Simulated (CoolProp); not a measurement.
Properties of R1336mzz(Z) along the isotherm 382.4 K (Tc = 444.5 K, pc = 2.904 MPa, ω = 0.386).

Model: reference Helmholtz-energy equation of state, McLinden 2020, in CoolProp.

```json
[
 {"p (MPa)": "0.29", "phase": "gas", "Z": "0.9350", "cp (kJ/(kg K))": "1.023", "cv (kJ/(kg K))": "0.9518", "speed of sound (m/s)": "134.7", "Joule-Thomson coefficient (K/MPa)": "16.77"},
 {"p (MPa)": "0.581", "phase": "gas", "Z": "0.8607", "cp (kJ/(kg K))": "1.082", "cv (kJ/(kg K))": "0.9740", "speed of sound (m/s)": "125.0", "Joule-Thomson coefficient (K/MPa)": "18.95"},
 {"p (MPa)": "1.16", "phase": "liquid", "Z": "0.05404", "cp (kJ/(kg K))": "1.439", "cv (kJ/(kg K))": "1.024", "speed of sound (m/s)": "335.9", "Joule-Thomson coefficient (K/MPa)": "0.2536"},
 {"p (MPa)": "1.45", "phase": "liquid", "Z": "0.06733", "cp (kJ/(kg K))": "1.432", "cv (kJ/(kg K))": "1.024", "speed of sound (m/s)": "341.1", "Joule-Thomson coefficient (K/MPa)": "0.2326"},
 {"p (MPa)": "1.74", "phase": "liquid", "Z": "0.08055", "cp (kJ/(kg K))": "1.426", "cv (kJ/(kg K))": "1.023", "speed of sound (m/s)": "346.0", "Joule-Thomson coefficient (K/MPa)": "0.2131"},
 {"p (MPa)": "2.03", "phase": "liquid", "Z": "0.09369", "cp (kJ/(kg K))": "1.420", "cv (kJ/(kg K))": "1.023", "speed of sound (m/s)": "350.9", "Joule-Thomson coefficient (K/MPa)": "0.1949"},
 {"p (MPa)": "2.32", "phase": "liquid", "Z": "0.1068", "cp (kJ/(kg K))": "1.415", "cv (kJ/(kg K))": "1.022", "speed of sound (m/s)": "355.6", "Joule-Thomson coefficient (K/MPa)": "0.1778"},
 {"p (MPa)": "2.61", "phase": "liquid", "Z": "0.1198", "cp (kJ/(kg K))": "1.410", "cv (kJ/(kg K))": "1.022", "speed of sound (m/s)": "360.1", "Joule-Thomson coefficient (K/MPa)": "0.1617"},
 {"p (MPa)": "2.9", "phase": "liquid", "Z": "0.1327", "cp (kJ/(kg K))": "1.405", "cv (kJ/(kg K))": "1.022", "speed of sound (m/s)": "364.6", "Joule-Thomson coefficient (K/MPa)": "0.1466"},
 {"p (MPa)": "3.19", "phase": "liquid", "Z": "0.1456", "cp (kJ/(kg K))": "1.401", "cv (kJ/(kg K))": "1.021", "speed of sound (m/s)": "368.9", "Joule-Thomson coefficient (K/MPa)": "0.1324"},
 {"p (MPa)": "3.48", "phase": "liquid", "Z": "0.1585", "cp (kJ/(kg K))": "1.397", "cv (kJ/(kg K))": "1.021", "speed of sound (m/s)": "373.2", "Joule-Thomson coefficient (K/MPa)": "0.1189"},
 {"p (MPa)": "3.77", "phase": "liquid", "Z": "0.1712", "cp (kJ/(kg K))": "1.393", "cv (kJ/(kg K))": "1.021", "speed of sound (m/s)": "377.3", "Joule-Thomson coefficient (K/MPa)": "0.1061"},
 {"p (MPa)": "4.07", "phase": "liquid", "Z": "0.1844", "cp (kJ/(kg K))": "1.389", "cv (kJ/(kg K))": "1.020", "speed of sound (m/s)": "381.5", "Joule-Thomson coefficient (K/MPa)": "0.09355"},
 {"p (MPa)": "4.36", "phase": "liquid", "Z": "0.1971", "cp (kJ/(kg K))": "1.385", "cv (kJ/(kg K))": "1.020", "speed of sound (m/s)": "385.5", "Joule-Thomson coefficient (K/MPa)": "0.08203"}
]
```
